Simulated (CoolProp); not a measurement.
R141b at several states: fugacity coefficient from the reference equation and from simpler models built on Tc = 477.5 K, pc = 4212 kPa, ω = 0.220; each cubic takes its own stable root.

Computed with CoolProp (reference Helmholtz-energy equation of state, Lemmon 2006). It is a short technical equation, of lower accuracy than the large ones.

```
T (K)  p (kPa)   phase  reference  van der Waals  Redlich-Kwong  Soave-Redlich-Kwong
-----  -------  ------  ---------  -------------  -------------  -------------------
481.4     2620     gas     0.8047            [?]         0.7993               0.8000
252.8     24.9  liquid     0.4051         0.9925         0.8083               0.4092
430.8     7830  liquid        [?]         0.3465            [?]               0.2568
211.1      304  liquid   0.001991         0.1590       0.004839             0.002103
345.8     2770  liquid     0.1262         0.3403         0.1743               0.1282
```

**Question.** Fill in the missing entries.

**Answer.** 
- 481.4, van der Waals: 0.8200
- 430.8, reference: 0.2482
- 430.8, Redlich-Kwong: 0.2779

At some of these states van der Waals gives the other phase, because its saturation line lies elsewhere.
